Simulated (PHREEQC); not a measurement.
## Acid mine or pickling water (model solution)

Model water analysis in mg/kgw, 5 °C, pH 3.58, pe 10.3: Na 354; K 193; Ca 482; Mg 176; Cl 825; S(6) as SO4 1770; Br 16.2; Al 0.346.

Valence states are taken as typed.

All values are PHREEQC results (ion-association model, phreeqc.dat), not measurements.

Precipitation was switched off in this run.

### Question
What ionic strength, specific conductance, density does the model give?

### Answer
ionic strength 0.0769 mol/kgw; specific conductance 3100 µS/cm; density 1.003 g/cm³.

### Question
In which forms is S present?

### Answer
SO4-2 70 %, CaSO4 17 %, MgSO4 9.5 %, NaSO4- 1.9 %, KSO4- 0.7 %, HSO4- 0.6 % of the S.

Away from 25 °C the constants follow the database's enthalpies or fits; those with neither stay at their 25 °C values.
